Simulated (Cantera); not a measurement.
## Thermodynamics of silicon nitride deposition, feed Si2Cl6 + N2 + H2

Feed: 1 mol Si2Cl6, 2.5 mol N2, 95 mol H2, held at 0.340 bar.

These are equilibrium values from Cantera (NASA tables, ideal gas, pure condensed phases), not measurements of a reactor. Candidate condensed phases: NH4Cl, Si, Si3N4; 28 gas species. The feed counts by its element totals alone. The tables' values for SiCl3, SiCl are old estimates; treat these amounts as uncertain. Gases not in the tables: Si2H6 and higher silanes. Rates play no part.

```
T (°C)   x H2   x HCl    x N2  x SiCl2       x H      x Si   x SiCl3    x SiCl  n Si3N4(s)  n Si(l)
------  -----  ------  ------  -------  --------  --------  --------  --------  ----------  -------
1277    0.928  0.0578  0.0126  0.00113   5.20e-5   9.16e-9   7.19e-5   1.55e-7       0.625        0
1327    0.929  0.0562  0.0131  0.00193   8.98e-5   4.73e-8   8.96e-5   5.28e-7       0.598        0
1377    0.929  0.0538  0.0139  0.00307  0.000150   2.19e-7  0.000104   1.62e-6       0.560        0
1427    0.929  0.0508  0.0149  0.00454  0.000244   9.12e-7  0.000112   4.54e-6       0.511        0
1477    0.930  0.0472  0.0160  0.00627  0.000385   3.47e-6  0.000113   1.17e-5       0.452        0
1527    0.922  0.0454  0.0249  0.00692  0.000590   9.34e-6   9.65e-5   2.23e-5           0     1.28
1577    0.921  0.0460  0.0249  0.00665  0.000887   1.90e-5   7.58e-5   3.44e-5           0     1.31
1627    0.921  0.0466  0.0249  0.00638   0.00131   3.71e-5   6.02e-5   5.18e-5           0     1.33
1677    0.920  0.0471  0.0248  0.00612   0.00189   7.00e-5   4.83e-5   7.63e-5           0     1.35
1727    0.919  0.0475  0.0248  0.00588   0.00267  0.000128   3.91e-5  0.000110           0     1.36
```
x: gas mole fraction; n: condensed amount in mol.

From 1277 °C to 1477 °C the condensed part is Si3N4(s). From 1527 °C to 1727 °C the condensed part is Si(l). The main Si-bearing gas is SiCl2 throughout. The share of Si in condensed phases is highest at 1277 °C (93.8 %) and lowest at 1527 °C (64.2 %).
